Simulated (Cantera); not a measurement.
C2F6 + F2 + H2 (fluorocarbon and chlorocarbon gases)

Input: 1 mol C2F6, 1.5 mol F2, a varied amount of H2, equilibrated at 677 °C and 0.100 bar.

Equilibrium computed with Cantera from the NASA thermochemical tables; the gas is ideal and each condensed phase is pure. Candidate condensed phases: C, C6H6, C7H8, C8H18; 95 gas species. The feed counts by its element totals alone. Gases not in the tables: C2F6 and larger saturated fluorocarbons. Kinetics and transport are ignored.

```json
[
 {"n(H2) (mol)": "1.2", "x HF": "0.593", "x CF4": "0.407", "x H2": "2.14e-10", "x CH4": "<1e-12", "x H2F2": "1.66e-6", "x CHF3": "7.26e-7", "x C2H4": "<1e-12", "x CH3F": "<1e-12", "n C(graphite)": "0.350"},
 {"n(H2) (mol)": "1.4", "x HF": "0.644", "x CF4": "0.356", "x H2": "2.70e-10", "x CH4": "<1e-12", "x H2F2": "1.96e-6", "x CHF3": "7.37e-7", "x C2H4": "<1e-12", "x CH3F": "<1e-12", "n C(graphite)": "0.450"},
 {"n(H2) (mol)": "1.7", "x HF": "0.708", "x CF4": "0.292", "x H2": "3.61e-10", "x CH4": "<1e-12", "x H2F2": "2.38e-6", "x CHF3": "7.34e-7", "x C2H4": "<1e-12", "x CH3F": "<1e-12", "n C(graphite)": "0.600"},
 {"n(H2) (mol)": "2.1", "x HF": "0.778", "x CF4": "0.222", "x H2": "4.99e-10", "x CH4": "<1e-12", "x H2F2": "2.86e-6", "x CHF3": "7.03e-7", "x C2H4": "<1e-12", "x CH3F": "<1e-12", "n C(graphite)": "0.800"},
 {"n(H2) (mol)": "2.5", "x HF": "0.833", "x CF4": "0.167", "x H2": "6.62e-10", "x CH4": "<1e-12", "x H2F2": "3.29e-6", "x CHF3": "6.53e-7", "x C2H4": "<1e-12", "x CH3F": "<1e-12", "n C(graphite)": "1.000"},
 {"n(H2) (mol)": "3", "x HF": "0.889", "x CF4": "0.111", "x H2": "9.22e-10", "x CH4": "<1e-12", "x H2F2": "3.74e-6", "x CHF3": "5.68e-7", "x C2H4": "<1e-12", "x CH3F": "<1e-12", "n C(graphite)": "1.25"},
 {"n(H2) (mol)": "3.6", "x HF": "0.941", "x CF4": "0.0588", "x H2": "1.42e-9", "x CH4": "<1e-12", "x H2F2": "4.19e-6", "x CHF3": "4.38e-7", "x C2H4": "<1e-12", "x CH3F": "<1e-12", "n C(graphite)": "1.55"},
 {"n(H2) (mol)": "4.3", "x HF": "0.989", "x CF4": "0.0115", "x H2": "3.54e-9", "x CH4": "<1e-12", "x H2F2": "4.63e-6", "x CHF3": "2.03e-7", "x C2H4": "<1e-12", "x CH3F": "<1e-12", "n C(graphite)": "1.90"},
 {"n(H2) (mol)": "5.2", "x HF": "0.928", "x CF4": "<1e-12", "x H2": "0.0720", "x CH4": "8.69e-5", "x H2F2": "4.08e-6", "x CHF3": "<1e-12", "x C2H4": "2.40e-10", "x CH3F": "6.07e-10", "n C(graphite)": "2.00"},
 {"n(H2) (mol)": "6.2", "x HF": "0.841", "x CF4": "<1e-12", "x H2": "0.158", "x CH4": "0.000419", "x H2F2": "3.35e-6", "x CHF3": "<1e-12", "x C2H4": "1.16e-9", "x CH3F": "1.21e-9", "n C(graphite)": "2.00"},
 {"n(H2) (mol)": "7.5", "x HF": "0.751", "x CF4": "<1e-12", "x H2": "0.248", "x CH4": "0.00103", "x H2F2": "2.67e-6", "x CHF3": "<1e-12", "x C2H4": "2.86e-9", "x CH3F": "1.69e-9", "n C(graphite)": "1.99"},
 {"n(H2) (mol)": "9", "x HF": "0.668", "x CF4": "<1e-12", "x H2": "0.330", "x CH4": "0.00183", "x H2F2": "2.11e-6", "x CHF3": "<1e-12", "x C2H4": "5.06e-9", "x CH3F": "2.00e-9", "n C(graphite)": "1.98"}
]
```
x: gas mole fraction; n: condensed amount in mol.

From 1.2 mol H2 to 9 mol H2 the condensed part is C(graphite). The main C-bearing gas is CF4 at 1.2 mol H2 and CH4 at 9 mol H2. The share of C in condensed phases is highest at 5.2 mol H2 (100.0 %) and lowest at 1.2 mol H2 (17.5 %).
